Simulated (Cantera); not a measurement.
A perfectly stirred reactor is fed with CH4 : CO : O2 : N2 = 1 : 0.44 : 2.02 : 7.59 (molar parts), equivalence ratio 1.1, at 16.0 bar; it is adiabatic with a 750 K inlet, and is followed from long to short residence time, starting on the burning branch (τ in s: 0.051, 0.025, 0.012, 0.0061, 0.003, 0.0015, 0.00074, 0.00037, 0.00018, 8.9e-05).

Cantera simulation using GRI-Mech 3.0 (53 species, 325 reactions); the numbers are that mechanism's predictions, not measurements. The pressure lies above the range GRI-Mech 3.0 was tuned for (to about 10 atm).

x: mole fraction; the columns are a selection and need not sum to one.

```tsv
τ (s)	T (K)	x CH4	x CO	x O2	x H2O	x NO	x N2O	x C2H2
0.051	2555	(withheld)	0.0329	0.00135	0.169	0.00183	3.91e-7	8.12e-11
0.025	2554	(withheld)	0.0330	0.00139	0.169	0.00178	3.94e-7	2.48e-10
0.012	2554	(withheld)	0.0330	0.00146	0.169	0.00170	3.99e-7	8.47e-10
0.0061	2552	(withheld)	0.0331	0.00158	0.169	0.00158	4.09e-7	2.67e-9
0.0030	2549	(withheld)	0.0334	0.00181	0.169	0.00140	4.24e-7	8.61e-9
0.0015	2544	(withheld)	0.0338	0.00219	0.169	0.00121	4.47e-7	2.50e-8
0.00074	2534	(withheld)	0.0347	0.00280	0.168	0.00101	4.78e-7	6.65e-8
0.00037	2519	(withheld)	0.0359	0.00370	0.167	0.000848	5.14e-7	1.57e-7
0.00018	2496	(withheld)	0.0379	0.00505	0.166	0.000700	5.52e-7	3.53e-7
8.9e-5	2465	(withheld)	0.0405	0.00689	0.164	0.000571	5.84e-7	7.40e-7
```

### Question
Some entries are withheld; supply them.

### Answer

- 0.051, x CH4: 5.37e-7
- 0.025, x CH4: 1.08e-6
- 0.012, x CH4: 2.20e-6
- 0.0061, x CH4: 4.16e-6
- 0.0030, x CH4: 7.89e-6
- 0.0015, x CH4: 1.43e-5
- 0.00074, x CH4: 2.53e-5
- 0.00037, x CH4: 4.31e-5
- 0.00018, x CH4: 7.39e-5
- 8.9e-5, x CH4: 0.000125
